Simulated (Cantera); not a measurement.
What does this Cantera script print?

```python
import numpy as np
import cantera as ct

gas = ct.Solution("gri30.yaml")
gas.TPX = 1675, 13332, {'CH4': 0.56, 'N2': 4.7}
reactor = ct.IdealGasConstPressureReactor(gas, energy="off", clone=False)
net = ct.ReactorNet([reactor])
net.rtol, net.atol = 1e-08, 1e-18
show = ['CH4', 'C2H2', 'H', 'C2H', 'C2H6']
times = np.geomspace(1e-05, 8, 10)

steps = ct.SolutionArray(gas, extra=["t"])
rows = []
print(f"{'t/s':>10s}{'T/K':>9s}{'P/Pa':>11s}" + "".join(f"{s:>11s}" for s in show))
for t in times:
    while net.time < t:
        t_next = net.step()
        steps.append(gas.state, t=t_next)
    rows.append([np.interp(t, steps.t, y) for y in (steps.T, steps.P, *steps(*show).X.T)])
    print(f"{t:10.3e}{rows[-1][0]:9.1f}{rows[-1][1]:11.4g}" + "".join(f"{x:11.3e}" for x in rows[-1][2:]))
rate = np.gradient(steps.T, steps.t)
print("integrator steps:", len(steps.t))
if steps.T.max() > steps.T[0] + 200:
    print(f"time of steepest temperature rise: {steps.t[rate.argmax()]:.4e} s")
gas.TPX = 1675, 13332, {'CH4': 0.56, 'N2': 4.7}
gas.equilibrate("TP")
print(f"equilibrium (TP): T = {gas.T:.1f} K  " + "  ".join(f"{s} {gas[s].X[0]:.3e}" for s in show))
```

Output:

```
       t/s      T/K       P/Pa        CH4       C2H2          H        C2H       C2H6
 1.000e-05   1675.0  1.333e+04  1.065e-01  2.309e-16  2.613e-07  1.180e-23  4.625e-12
 4.528e-05   1675.0  1.333e+04  1.065e-01  3.033e-13  2.651e-07  7.785e-20  5.465e-10
 2.050e-04   1675.0  1.333e+04  1.064e-01  1.930e-10  2.707e-07  2.408e-16  4.897e-08
 9.283e-04   1675.0  1.333e+04  1.062e-01  9.483e-08  3.868e-07  5.260e-13  3.036e-06
 4.203e-03   1675.0  1.333e+04  1.043e-01  4.515e-05  2.482e-06  3.367e-10  7.384e-05
 1.903e-02   1675.0  1.333e+04  7.925e-02  7.479e-03  2.566e-05  2.974e-08  1.457e-04
 8.618e-02   1675.0  1.333e+04  3.706e-02  3.054e-02  6.032e-05  9.786e-08  2.570e-05
 3.902e-01   1675.0  1.333e+04  9.419e-03  4.370e-02  9.764e-05  1.606e-07  2.029e-06
 1.767e+00   1675.0  1.333e+04  1.712e-03  4.727e-02  1.174e-04  1.933e-07  7.954e-08
 8.000e+00   1675.0  1.333e+04  3.939e-04  4.787e-02  1.212e-04  1.996e-07  5.277e-09
integrator steps: 1385
equilibrium (TP): T = 1675.0 K  CH4 1.455e-04  C2H2 1.621e-02  H 1.215e-04  C2H 6.761e-08  C2H6 9.228e-10
```

Computed with Cantera and GRI-Mech 3.0 (53 species, 325 reactions). GRI-Mech 3.0 stops at C3 and has no aromatics, soot or wall deposition, so with more carbon than oxygen in the feed, carbon stays in small species such as C2H2 where larger ones or solid carbon would form.
